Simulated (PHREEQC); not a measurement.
Sulfide liquor: speciation

Solution (20 °C): 10 mmol/kgw H2S and 5.2 mmol/kgw HCl. Closed to the air; pH follows from the charge balance.

Model: ion-association model, phreeqc.dat, run in PHREEQC.

This is a speciation only: nothing precipitates in the calculation.

Problem. What pH, specific conductance does the model give?

Solution. pH 2.31; specific conductance 1870 µS/cm.
